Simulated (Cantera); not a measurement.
A closed system holds: 1 mol SiC, 0.38 mol H2O, 6.3 mol H2, at 652 °C and 1 atm.

Method: chemical equilibrium by Gibbs-energy minimisation in Cantera with the NASA 1993 tables (ideal gas, pure condensed phases). Candidate condensed phases: C, C6H6, C7H8, C8H18, H2O, Si, SiC, SiO2; 123 gas species. Rates play no part.

Base state: H2 0.971, CH4 0.0293 (mole fractions); condensed: SiC(s) + SiO2(β-quartz).

Question: What changes in the equilibrium state with this change: SiC replaced by Si?

Answer: 
```json
[
 {"species": "H2", "before": "0.971", "after": "1.00"},
 {"species": "CH4", "before": "0.0293", "after": "0"},
 {"species": "SiC(s), mol", "before": "0.810", "after": "0"},
 {"species": "SiO2(β-quartz), mol", "before": "0.190", "after": "0.190"},
 {"species": "Si(s), mol", "before": "0", "after": "0.810"}
]
```
